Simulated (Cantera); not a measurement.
**Equilibrium for thermal oxidation and active oxidation of silicon: Si + O2 + H2**

Input: 1 mol Si, 0.16 mol O2, a varied amount of H2, held at 2125 K and 133 Pa.

These are equilibrium values from Cantera (NASA tables, ideal gas, pure condensed phases), not measurements of a reactor. Candidate condensed phases: H2O, Si, SiO2; 18 gas species. Gases not in the tables: Si2H6 and higher silanes. Kinetics and transport are ignored.

```
n(H2) (mol)   x H2     x H      x Si     x SiO     x SiH
-----------  -----  ------  --------  --------  --------
50           0.888  0.0937    0.0124   0.00598  0.000220
140          0.899  0.0943   0.00450   0.00216   8.03e-5
240          0.902  0.0944   0.00264   0.00127   4.70e-5
330          0.903  0.0945   0.00192  0.000921   3.43e-5
430          0.903  0.0945   0.00147  0.000707   2.63e-5
520          0.904  0.0945   0.00122  0.000585   2.18e-5
620          0.904  0.0946   0.00102  0.000491   1.83e-5
710          0.904  0.0946  0.000894  0.000429   1.60e-5
800          0.904  0.0946  0.000793  0.000381   1.42e-5
900          0.904  0.0946  0.000705  0.000338   1.26e-5
990          0.904  0.0946  0.000641  0.000308   1.15e-5
```
x: gas mole fraction; nothing condenses.

From 50 mol H2 to 990 mol H2 nothing is condensed. The main Si-bearing gas is Si throughout.
